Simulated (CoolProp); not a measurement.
Vapour-liquid equilibrium of carbon dioxide (1) + R123 (2) at 263.6 K; x and y are mole fractions of (1).

Model: multi-fluid Helmholtz-energy mixture model, Span 1996 and Younglove 1994; pair parameters Bell 2016, in CoolProp.

Task: Give the bubble pressure and the first vapour's composition at x = 0.2, 0.5, 0.8. Is there an azeotrope?

Result: x = 0.2: 3.918 bar, y = 0.951; x = 0.5: 10.46 bar, y = 0.986; x = 0.8: 19.65 bar, y = 0.996. No azeotrope shows between x = 0.05 and 0.95.

Pair parameters are fitted to limited data, so mixtures are less certain than the pure fluids.
